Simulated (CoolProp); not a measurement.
Saturation properties of R113.

Values from CoolProp's reference Helmholtz-energy equation of state, Marx 1992.

| T (K) | p (MPa) | liquid density (kg/m³) | enthalpy of vaporisation (kJ/kg) |
|---|---|---|---|
| 270.3 | 0.01308 | 1628 | 159.6 |
| 279.9 | 0.02067 | 1606 | 156.8 |
| 289.6 | 0.03165 | 1583 | 153.9 |
| 299.2 | 0.04671 | 1561 | 151.0 |
| 308.8 | 0.06701 | 1537 | 148.1 |
| 318.5 | 0.09403 | 1514 | 145.0 |
| 328.1 | 0.1285 | 1490 | 141.9 |
| 337.7 | 0.1721 | 1465 | 138.7 |
| 347.4 | 0.2268 | 1440 | 135.3 |
| 357 | 0.2931 | 1414 | 131.8 |
| 366.6 | 0.3732 | 1387 | 128.1 |
| 376.2 | 0.4688 | 1360 | 124.1 |
| 385.9 | 0.5829 | 1331 | 119.9 |

It boils at 320.7 K under 1 atm.
